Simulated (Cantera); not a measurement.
Low-pressure radical oxidation in H2/O2

A perfectly stirred reactor is fed with 4.65 % H₂, 24.4 % O₂, 70.9 % N₂, at 1330 Pa; it is held at 1425 K, and followed from long to short residence time.

Model: the H2/O2 subset of GRI-Mech 3.0, which has no nitrogen chemistry, integrated in Cantera. Radical loss at walls, strong at low pressure, is not modelled. The temperature is held fixed by assumption; the heat of reaction is taken as removed at once.

| τ (s) | x H₂ | x O₂ | x H | x HO₂ | x H₂O | x OH |
|---|---|---|---|---|---|---|
| 1.8 | 0.000389 | 0.224 | 0.000767 | 4.66e-7 | 0.0456 | 0.00206 |
| 0.59 | 0.000729 | 0.222 | 0.00201 | 5.89e-7 | 0.0441 | 0.00281 |
| 0.19 | 0.00123 | 0.219 | 0.00452 | 6.76e-7 | 0.0417 | 0.00361 |
| 0.063 | 0.00175 | 0.216 | 0.00764 | 7.16e-7 | 0.0391 | 0.00422 |
| 0.020 | 0.00232 | 0.214 | 0.0101 | 7.32e-7 | 0.0369 | 0.00463 |
| 0.0066 | 0.00332 | 0.214 | 0.0113 | 7.42e-7 | 0.0350 | 0.00498 |
| 0.0022 | 0.00581 | 0.216 | 0.0118 | 7.51e-7 | 0.0320 | 0.00548 |
| 0.00070 | 0.0127 | 0.222 | 0.0108 | 7.44e-7 | 0.0254 | 0.00582 |
| 0.00023 | 0.0298 | 0.234 | 0.00577 | 6.61e-7 | 0.0118 | 0.00384 |
x: mole fraction; the columns are a selection and need not sum to one.
